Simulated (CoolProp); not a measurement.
Decamethyltetrasiloxane (MD2M) along the isobar 13.5 bar: density (kg/m³) from the reference equation and from simpler models built on Tc = 599.4 K, pc = 11.44 bar, ω = 0.635; each cubic takes its own stable root.

Values from CoolProp's reference Helmholtz-energy equation of state, Thol 2017.

```
T (K)   phase  reference
-----  ------  ---------
399.8  liquid      749.1
408    liquid      740.6
416.1  liquid      732.0
424.3  liquid      723.2
432.5  liquid      714.3
440.6  liquid      705.4
448.8  liquid      696.1
457    liquid      686.7
465.1  liquid      677.2
473.3  liquid      667.3
481.5  liquid      657.2
489.7  liquid      646.9
497.8  liquid      636.3
506    liquid      625.2
514.2  liquid      613.8
```

Q: How far does each simpler model (van der Waals, Redlich-Kwong, Soave-Redlich-Kwong, Peng-Robinson) lie from the reference over these 15 states: mean and median of the absolute difference, and the worst?

A: 
- van der Waals: mean 41.3 %, median 41.4 %, worst -42.3 % at 399.8 K and 13.5 bar
- Redlich-Kwong: mean 17.5 %, median 17.4 %, worst -18.7 % at 514.2 K and 13.5 bar
- Soave-Redlich-Kwong: mean 10.1 %, median 10.0 %, worst -10.9 % at 514.2 K and 13.5 bar
- Peng-Robinson: mean 1.4 %, median 1.5 %, worst +1.8 % at 457 K and 13.5 bar
